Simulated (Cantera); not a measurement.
Input: 1 mol C2H5OH, 16 mol H2, equilibrated at 2077 °C and 3200 Pa.

Equilibrium computed with Cantera from the NASA thermochemical tables; the gas is ideal and each condensed phase is pure. Candidate condensed phases: C, C6H6, C7H8, C8H18, H2O; 110 gas species. Equilibrium is a limit: real reactors are often held back by kinetics, nucleation or transport.

Base state: H2 0.881, H 0.0655, CO 0.0484, C2H2 (acetylene) 0.00486, C2H 1.85e-5, C4H2 1.10e-5 (mole fractions); condensed: C(graphite).

Q: What changes in the equilibrium state with this change: pressure from 3200 Pa to 100000 Pa?

A: 
| species | before | after |
|---|---|---|
| H2 | 0.881 | 0.933 |
| CO | 0.0484 | 0.0497 |
| H | 0.0655 | 0.0120 |
| CH4 | 4.84e-6 | 0.000169 |
| CH3 | 6.68e-6 | 4.07e-5 |
| C(graphite), mol | 0.797 | 0.787 |
